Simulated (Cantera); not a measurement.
SiCl4 + NO (silicon oxide and oxynitride deposition)

Input: 1 mol SiCl4, 0.93 mol NO, at 0.100 bar.

Equilibrium computed with Cantera from the NASA thermochemical tables; the gas is ideal and each condensed phase is pure. Candidate condensed phases: Si, SiO2, Si2N2O, Si3N4; 23 gas species. The tables' values for SiCl3 are old estimates; treat these amounts as uncertain. The tables hold silica as quartz up to 1696 K and as liquid above; real silica turns to tridymite and cristobalite and melts near 1996 K. Equilibrium is a limit: real reactors are often held back by kinetics, nucleation or transport.

```
T (K)  x Cl2      x Cl  x SiCl4   x N2   x SiCl3   x SiCl2  n SiO2(β-quartz)  n SiO2(condensed)
-----  -----  --------  -------  -----  --------  --------  ----------------  -----------------
950    0.482  0.000388    0.277  0.241  1.53e-10    <1e-12             0.465                  0
1050   0.481   0.00174    0.277  0.241   3.93e-9    <1e-12             0.465                  0
1150   0.477   0.00599    0.276  0.240   5.71e-8    <1e-12             0.465                  0
1250   0.469    0.0169    0.275  0.239   5.39e-7  7.56e-12             0.465                  0
1350   0.452    0.0405    0.272  0.236   3.65e-6  2.44e-10             0.465                  0
1450   0.419    0.0845    0.265  0.231   1.91e-5   5.00e-9             0.465                  0
1550   0.367     0.155    0.256  0.222   8.15e-5   7.24e-8             0.465                  0
1650   0.295     0.252    0.242  0.211  0.000300   8.17e-7             0.465                  0
1750   0.214     0.363    0.226  0.197  0.000993   7.77e-6                 0              0.465
1850   0.138     0.466    0.209  0.184   0.00306   6.60e-5                 0              0.465
```
x: gas mole fraction; n: condensed amount in mol.

From 950 K to 1650 K the condensed part is SiO2(β-quartz). From 1750 K to 1850 K the condensed part is SiO2(condensed). The main Si-bearing gas is SiCl4 throughout.
